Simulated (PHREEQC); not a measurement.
Make-up at 9.6 °C and 500 atm: 0.0022 mol/kgw Cu(BF4)2, 5.6e-05 mol/kgw HBF4 and 0.00098 mol/kgw H3BO3. Closed to the air; pH follows from the charge balance.

Equilibrium calculation in PHREEQC: ion-association model, phreeqc.dat.

### Question
The ionic strength comes out as 0.00783 mol/kgw. What activity coefficients do Cu+2, BF2(OH)2-, BF3OH-, F-, HF2- get?

### Answer
Cu+2 0.71, BF2(OH)2- 0.92, BF3OH- 0.92, F- 0.91, HF2- 0.92.

This is a speciation only: nothing precipitates in the calculation. Complexes and solids missing from the database can't appear. Under pressure, the constants of complexes without a molar volume in the database are unreliable. Away from 25 °C the constants follow the database's enthalpies or fits; those with neither stay at their 25 °C values. Real BF4- forms and hydrolyses slowly; the run takes it at equilibrium.
